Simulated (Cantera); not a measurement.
A closed system holds: 1 mol FeCl3, 0.32 mol H2, equilibrated at 133 Pa.

Equilibrium computed with Cantera from the NASA thermochemical tables; the gas is ideal and each condensed phase is pure. Candidate condensed phases: Fe, FeCl2, FeCl3; 11 gas species. Equilibrium is a limit: real reactors are often held back by kinetics, nucleation or transport. All values below are at 1000 K.

Base state: FeCl2 0.391, HCl 0.390, FeCl3 0.213, Cl2 0.00281, Fe2Cl4 0.00233, Cl 0.000564, Fe2Cl6 0.000119 (mole fractions); condensed: gas only.

### Question
What changes in the equilibrium state with this change: H2 from 0.32 to 400 mol?

### Answer
```tsv
species	before	after
H2	1.60e-9	0.993
HCl	0.390	0.00745
FeCl2	0.391	9.83e-6
FeCl3	0.213	<1e-9
Cl2	0.00281	<1e-9
Fe2Cl4	0.00233	<1e-9
Cl	0.000564	<1e-9
Fe2Cl6	0.000119	<1e-9
Fe(α), mol	0	0.996
```

### Question
What changes in the equilibrium state with this change: H2 from 0.32 to 120 mol?

### Answer
```
species      before     after
----------  -------  --------
H2          1.60e-9     0.975
HCl           0.390    0.0245
FeCl2         0.391  0.000108
FeCl3         0.213     <1e-9
Cl2         0.00281     <1e-9
Fe2Cl4      0.00233     <1e-9
Fe(α), mol        0     0.987
```

### Question
What changes in the equilibrium state with this change: 0.63 mol N2 added?

### Answer
```tsv
species	before	after
FeCl2	0.391	0.285
HCl	0.390	0.281
N2	0	0.277
FeCl3	0.213	0.152
Fe2Cl6	0.000119	6.06e-5
Fe2Cl4	0.00233	0.00123
Cl2	0.00281	0.00271
Cl	0.000564	0.000554
```
Further candidate phases: NH4Cl.
